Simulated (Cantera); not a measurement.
Mixture: C3H8 : O2 : N2 = 1 : 5.38 : 20.2 (molar parts), equivalence ratio 0.93, at 32.0 bar, adiabatic and at constant pressure. Ignition delay is the time to a rise of 400 K.

Computed with Cantera and GRI-Mech 3.0 (53 species, 325 reactions). GRI-Mech 3.0 was tuned for natural gas; its chemistry of propane as a main component is partial and can be far from experiment. The pressure lies above the range GRI-Mech 3.0 was tuned for (to about 10 atm).

### Question
Predict: delay at 1200 K; delay at 1400 K; delay at 1600 K; delay at 1800 K; delay at 2000 K; apparent activation energy between 1900 and 2100 K.

### Answer
```json
{
 "delay at 1200 K": "0.652 ms",
 "delay at 1400 K": "34.2 µs",
 "delay at 1600 K": "3.92 µs",
 "delay at 1800 K": "0.969 µs",
 "delay at 2000 K": "0.400 µs",
 "apparent activation energy between 1900 and 2100 K": "120 kJ/mol"
}
```
